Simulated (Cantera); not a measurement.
An isothermal, constant-pressure homogeneous reactor starts with 1.81 % CH₄, 97.9 % H₂, 0.308 % H₂O, at 1898 K and 51000 Pa.

Cantera simulation using GRI-Mech 3.0 (53 species, 325 reactions); the numbers are that mechanism's predictions, not measurements. GRI-Mech 3.0 stops at C3 and has no aromatics, soot or wall deposition, so with more carbon than oxygen in the feed, carbon stays in small species such as C2H2 where larger ones or solid carbon would form.

Q: Predict: x(CH₄) at 1.00 s; x(H₂) at 1.00 s; x(H) at 1.00 s; x(C₂H₆) at 1.00 s; x(C₂H) at 1.00 s; x(C₂H₄) at 1.00 s; x(CH₃) at 1.00 s.

A: 
| Property | Result |
|---|---|
| x(CH₄) at 1.00 s | 0.00139 (gas-phase equilibrium 0.00119) |
| x(H₂) at 1.00 s | 0.987 (gas-phase equilibrium 0.988) |
| x(H) at 1.00 s | 0.00110 (gas-phase equilibrium 0.00110) |
| x(C₂H₆) at 1.00 s | 2.10e-8 (gas-phase equilibrium 1.66e-8) |
| x(C₂H) at 1.00 s | 1.07e-7 (gas-phase equilibrium 9.66e-8) |
| x(C₂H₄) at 1.00 s | 4.57e-5 (gas-phase equilibrium 4.14e-5) |
| x(CH₃) at 1.00 s | 3.07e-5 (gas-phase equilibrium 2.63e-5) |
